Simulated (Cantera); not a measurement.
A closed system holds: 1 mol MgCO3, 0.034 mol H2O, 0.48 mol O2, equilibrated at 875 K and 0.0900 Torr.

These are equilibrium values from Cantera (NASA tables, ideal gas, pure condensed phases), not measurements of a reactor. Candidate condensed phases: C, C6H6, C7H8, C8H18, H2O, Mg, MgCO3, MgO, Mg(OH)2; 116 gas species. Rates play no part.

Base state: CO2 0.661, O2 0.317, H2O 0.0225 (mole fractions); condensed: MgO(s).

What changes in the equilibrium state with this change: MgCO3 replaced by Mg(OH)2?


| species | before | after |
|---|---|---|
| H2O | 0.0225 | 0.683 |
| O2 | 0.317 | 0.317 |
| CO2 | 0.661 | 0 |
| MgO(s), mol | 1.00 | 1.00 |
